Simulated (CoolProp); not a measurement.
Model: reference Helmholtz-energy equation of state, Schroeder 2014, in CoolProp.

For ethanol, give the phase and the Z, cp (kJ/(kg K)), speed of sound (m/s), isothermal compressibility (1/MPa) at 580.4 K and 83.6 bar.


- 580.4 K and 83.6 bar: supercritical; Z 0.714, cp 3.96, speed of sound 265, isothermal compressibility 0.186
